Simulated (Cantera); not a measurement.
**Gas-phase reforming**

An isothermal, constant-pressure homogeneous reactor starts with CH4 : H2O : H2 = 1 : 2.2 : 0.082 (molar parts), at 1600 K and 10.0 bar.

Computed with Cantera and GRI-Mech 3.0 (53 species, 325 reactions).

```csv
t (s),x CH4,x H2O,x H2,x H,x HO2
0.000400,0.297,0.669,0.0305,1.32e-6,<1e-12
0.00132,0.279,0.661,0.0484,2.02e-6,<1e-12
0.00435,0.235,0.637,0.0993,3.56e-6,<1e-12
0.0143,0.164,0.596,0.183,6.00e-6,<1e-12
0.0473,0.109,0.546,0.261,8.69e-6,<1e-12
0.156,0.105,0.482,0.316,9.76e-6,<1e-12
0.514,0.0950,0.396,0.391,1.08e-5,<1e-12
1.69,0.0658,0.314,0.475,1.19e-5,<1e-12
5.58,0.0306,0.252,0.548,1.28e-5,<1e-12
18.4,0.00641,0.216,0.592,1.33e-5,<1e-12
60.7,0.000126,0.208,0.603,1.34e-5,<1e-12
200,2.35e-5,0.208,0.603,1.34e-5,<1e-12
```
x: mole fraction; the columns are a selection and need not sum to one.

Equilibrium at this temperature and pressure: CH4 2.50e-5, H2O 0.208, H2 0.603, H 1.34e-5, HO2 <1e-12 (gas phase only).
